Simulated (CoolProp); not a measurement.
A Linde-Hampson liquefier for ethylene: isothermal reversible compression at 320 K from 1 atm to 25 MPa, throttling to 1 atm, return gas leaving the recuperator 2 K below the feed. Each further row changes one setting.

Model: reference Helmholtz-energy equation of state, Smukala 2000, in CoolProp.

```tsv
case	liquid yield per pass	compression work (kJ/kg of gas)
as stated	0.423	432
high pressure 50 MPa	?	491
warm-end temperature 350 K	?	?
warm-end gap 7 K	0.416	432
```

Q: Fill in the missing entries.

A: 
- high pressure 50 MPa, liquid yield per pass: 0.418
- warm-end temperature 350 K, liquid yield per pass: 0.346
- warm-end temperature 350 K, compression work (kJ/kg of gas): 498
